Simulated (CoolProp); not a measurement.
Methanol at 446.05 K and 0.276 MPa flows at 0.15 m/s in a round tube of 20 mm bore and 0.25 µm roughness, fully developed (64/Re and Nu = 3.66 if laminar; Colebrook and Gnielinski if turbulent). Each further row changes one setting.

Model: reference Helmholtz-energy equation of state, de Reuck 1993, in CoolProp.

```
case              Reynolds number  Darcy friction factor  pressure drop (Pa/m)  heat-transfer coefficient (W/(m² K))  mass flow (kg/h)
----------------  ---------------  ---------------------  --------------------  ------------------------------------  ----------------
as stated                     [?]                    [?]                 0.174                                  5.76               [?]
velocity 0.3 m/s             1010                 0.0634                 0.347                                  5.76               [?]
diameter 40 mm               1010                 0.0634                   [?]                                  2.88               [?]
```

What belongs in the gaps?


- as stated, Reynolds number: 504
- as stated, Darcy friction factor: 0.127
- as stated, mass flow (kg/h): 0.413
- velocity 0.3 m/s, mass flow (kg/h): 0.826
- diameter 40 mm, pressure drop (Pa/m): 0.0434
- diameter 40 mm, mass flow (kg/h): 1.65

Viscosity comes from a separate model (Xiang 2006). Thermal conductivity comes from a separate model (Sykioti 2013).
